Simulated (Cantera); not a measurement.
A closed system holds: 1 mol SiHCl3, 66 mol H2, equilibrated at 2100 K and 1.40 mbar.

Equilibrium computed with Cantera from the NASA thermochemical tables; the gas is ideal and each condensed phase is pure. Candidate condensed phases: Si; 19 gas species. The tables' values for SiCl are old estimates; treat these amounts as uncertain. Gases not in the tables: Si2H6 and higher silanes. Kinetics and transport are ignored.

Base state: H2 0.868, H 0.0776, HCl 0.0380, Si 0.0128, Cl 0.00250, SiCl2 0.000476, SiCl 0.000366, SiH 0.000242 (mole fractions); condensed: gas only.

Question: What changes in the equilibrium state with this change: pressure from 1.40 mbar to 0.133 bar?

Answer: 
| species | before | after |
|---|---|---|
| H2 | 0.868 | 0.950 |
| HCl | 0.0380 | 0.0371 |
| H | 0.0776 | 0.00832 |
| Si | 0.0128 | 0.00100 |
| SiCl2 | 0.000476 | 0.00311 |
| Cl | 0.00250 | 0.000239 |
| SiH2 | 2.12e-5 | 0.000173 |
| Si2 | 2.23e-5 | 1.30e-5 |
| SiCl | 0.000366 | 0.000262 |
| Si(l), mol | 0 | 0.673 |

Question: What changes in the equilibrium state with this change: temperature from 2100 K to 1248 K?

Answer: 
```json
[
 {"species": "H2", "before": "0.868", "after": "0.960"},
 {"species": "HCl", "before": "0.0380", "after": "0.0367"},
 {"species": "SiCl2", "before": "0.000476", "after": "0.00352"},
 {"species": "H", "before": "0.0776", "after": "1.22e-5"},
 {"species": "Si", "before": "0.0128", "after": "5.54e-9"},
 {"species": "SiH", "before": "0.000242", "after": "2.27e-9"},
 {"species": "Si2", "before": "2.23e-5", "after": "<1e-9"},
 {"species": "SiCl4", "before": "<1e-9", "after": "1.57e-5"},
 {"species": "Si(s), mol", "before": "0", "after": "0.752"}
]
```
The tables' values for SiCl3 are old estimates; treat these amounts as uncertain.
